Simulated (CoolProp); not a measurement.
Vapour-liquid equilibrium of n-hexane (1) + ethylbenzene (2) at 392.9 K; x and y are mole fractions of (1).

Values from CoolProp's multi-fluid Helmholtz-energy mixture model, Thol 2019 and Zhou 2012; pair parameters Bell 2016.

**Question.** Give the bubble pressure and the first vapour's composition at x = 0.5, 0.65, 0.95. Is there an azeotrope?

**Answer.** x = 0.5: 0.2425 MPa, y = 0.844; x = 0.65: 0.2876 MPa, y = 0.900; x = 0.95: 0.3808 MPa, y = 0.987. No azeotrope shows between x = 0.05 and 0.95.

The pair parameters rest on a limited set of measurements; away from them the model extrapolates.
